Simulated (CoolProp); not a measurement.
R124 at several states: density (kg/m³) from the reference equation and from simpler models built on Tc = 395.4 K, pc = 3.624 MPa, ω = 0.288; each cubic takes its own stable root.

Model: reference Helmholtz-energy equation of state, de Vries 1995, in CoolProp.

```tsv
T (K)	p (MPa)	phase	reference
182.3	0.164	liquid	1691
298.6	3.74	liquid	1371
238	0.0523	liquid	1541
367.2	5.57	liquid	1118
212.2	0.0124	liquid	1612
435.2	2.38	gas	109.4
```

Task: How far does each simpler model (van der Waals, Redlich-Kwong, Soave-Redlich-Kwong, Peng-Robinson) lie from the reference over these 6 states: mean and median of the absolute difference, and the worst?

Result: 
- van der Waals: mean 52.1 %, median 39.2 %, worst -99.9 % at 212.2 K and 0.0124 MPa
- Redlich-Kwong: mean 39.9 %, median 13.6 %, worst -99.9 % at 212.2 K and 0.0124 MPa
- Soave-Redlich-Kwong: mean 8.0 %, median 8.6 %, worst -12.1 % at 367.2 K and 5.57 MPa
- Peng-Robinson: mean 2.4 %, median 2.3 %, worst +3.5 % at 298.6 K and 3.74 MPa

At some of these states van der Waals, Redlich-Kwong gives the other phase, because its saturation line lies elsewhere.
